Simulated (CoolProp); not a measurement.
c-C4F8 (RC318) along the isobar 1.58 MPa: Z from the reference equation and from simpler models built on Tc = 115.2 °C, pc = 2.778 MPa, ω = 0.355; each cubic takes its own stable root.

The numbers come from the reference Helmholtz-energy equation of state, Platzer 1990 in CoolProp. This equation is an older, rougher fit; its heat capacities, sound speeds and derivatives of the liquid may be far off and weren't checked against measurements.

```json
[
 {"T (°C)": "59.25", "phase": "liquid", "reference": "0.08440"},
 {"T (°C)": "73.25", "phase": "liquid", "reference": "0.08599"},
 {"T (°C)": "101.15", "phase": "gas", "reference": "0.7262"},
 {"T (°C)": "115.15", "phase": "gas", "reference": "0.7735"},
 {"T (°C)": "129.05", "phase": "gas", "reference": "0.8082"},
 {"T (°C)": "143.05", "phase": "gas", "reference": "0.8355"},
 {"T (°C)": "157.05", "phase": "gas", "reference": "0.8576"},
 {"T (°C)": "170.95", "phase": "gas", "reference": "0.8758"},
 {"T (°C)": "184.95", "phase": "gas", "reference": "0.8912"},
 {"T (°C)": "198.95", "phase": "gas", "reference": "0.9044"},
 {"T (°C)": "212.85", "phase": "gas", "reference": "0.9157"},
 {"T (°C)": "226.85", "phase": "gas", "reference": "0.9256"}
]
```

Question: How far does each simpler model (van der Waals, Soave-Redlich-Kwong, Peng-Robinson) lie from the reference over these 12 states: mean and median of the absolute difference, and the worst?

Answer: 
- van der Waals: mean 66.1 %, median 2.0 %, worst +709.3 % at 73.25 °C and 1.58 MPa
- Soave-Redlich-Kwong: mean 2.0 %, median 0.2 %, worst +11.9 % at 73.25 °C and 1.58 MPa
- Peng-Robinson: mean 2.0 %, median 1.9 %, worst -3.5 % at 59.25 °C and 1.58 MPa

At some of these states van der Waals gives the other phase, because its saturation line lies elsewhere.
